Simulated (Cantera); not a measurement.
A perfectly stirred reactor is fed with H2 : O2 : N2 = 0.19 : 1 : 4.2 (molar parts), equivalence ratio 0.095, at 0.0263 atm; it is held at 1450 K, and followed from long to short residence time.

Computed with Cantera and the H2/O2 subset of GRI-Mech 3.0, which has no nitrogen chemistry. Radical loss at walls, strong at low pressure, is not modelled. The temperature is held fixed by assumption; the heat of reaction is taken as removed at once.

Q: What does this change do: temperature 1450 to 1225 K?

A: 
| quantity | before | after |
|---|---|---|
| x(H2) at τ = 5.90 s | 7.99e-5 | 6.32e-5 |
| x(O2) at τ = 5.90 s | 0.170 | 0.171 |
| x(H) at τ = 5.90 s | 7.35e-5 | 4.61e-5 |
| x(OH) at τ = 5.90 s | 0.000846 | 0.000357 |
| x(H2O) at τ = 5.90 s | 0.0353 | 0.0356 |
| x(H2) at τ = 0.200 s | 0.000612 | 0.000507 |
| x(O2) at τ = 0.200 s | 0.167 | 0.169 |
| x(H) at τ = 0.200 s | 0.00165 | 0.00116 |
| x(OH) at τ = 0.200 s | 0.00233 | 0.00106 |
| x(H2O) at τ = 0.200 s | 0.0331 | 0.0342 |

Q: What does this change do: O2 1 to 0.18 parts?

A: 
```tsv
quantity	before	after
x(H2) at τ = 5.90 s	7.99e-5	0.000721
x(O2) at τ = 5.90 s	0.170	0.0189
x(H) at τ = 5.90 s	7.35e-5	0.000638
x(OH) at τ = 5.90 s	0.000846	0.000878
x(H2O) at τ = 5.90 s	0.0353	0.0409
x(H2) at τ = 0.200 s	0.000612	0.00348
x(O2) at τ = 0.200 s	0.167	0.0200
x(H) at τ = 0.200 s	0.00165	0.00842
x(OH) at τ = 0.200 s	0.00233	0.00198
x(H2O) at τ = 0.200 s	0.0331	0.0333
```
